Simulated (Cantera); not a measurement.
**Thermodynamics of tantalum, niobium, vanadium and zirconium in process gases, feed Nb + H2O + H2**

Feed: 1 mol Nb, 0.026 mol H2O, 11 mol H2, at 4.10 bar.

Method: chemical equilibrium by Gibbs-energy minimisation in Cantera with the NASA 1993 tables (ideal gas, pure condensed phases). Candidate condensed phases: H2O, Nb, NbO, NbO2, Nb2O5; 12 gas species. Condensed phases not in the tables: N, O or C dissolved in the metal. Equilibrium is a limit: real reactors are often held back by kinetics, nucleation or transport.

| T (K) | x H2 | x H | x H2O | x NbO | x NbO2 | x OH | x O | n Nb(s) | n Nb(l) |
|---|---|---|---|---|---|---|---|---|---|
| 2623 | 0.977 | 0.0206 | 0.00226 | 2.67e-5 | 1.74e-5 | 1.13e-5 | 1.53e-7 | 1.000 | 0 |
| 2648 | 0.975 | 0.0227 | 0.00225 | 3.19e-5 | 1.94e-5 | 1.27e-5 | 1.90e-7 | 0.999 | 0 |
| 2673 | 0.973 | 0.0250 | 0.00223 | 3.80e-5 | 2.17e-5 | 1.43e-5 | 2.35e-7 | 0.999 | 0 |
| 2698 | 0.970 | 0.0274 | 0.00222 | 4.51e-5 | 2.41e-5 | 1.60e-5 | 2.89e-7 | 0.999 | 0 |
| 2723 | 0.968 | 0.0301 | 0.00220 | 5.32e-5 | 2.67e-5 | 1.79e-5 | 3.53e-7 | 0.999 | 0 |
| 2748 | 0.965 | 0.0329 | 0.00218 | 6.26e-5 | 2.94e-5 | 1.99e-5 | 4.31e-7 | 0.999 | 0 |
| 2773 | 0.962 | 0.0360 | 0.00216 | 7.27e-5 | 3.21e-5 | 2.21e-5 | 5.23e-7 | 0 | 0.999 |
| 2798 | 0.958 | 0.0393 | 0.00213 | 8.39e-5 | 3.48e-5 | 2.45e-5 | 6.32e-7 | 0 | 0.999 |
x: gas mole fraction; n: condensed amount in mol.

From 2623 K to 2748 K the condensed part is Nb(s). From 2773 K to 2798 K the condensed part is Nb(l). The main Nb-bearing gas is NbO throughout.
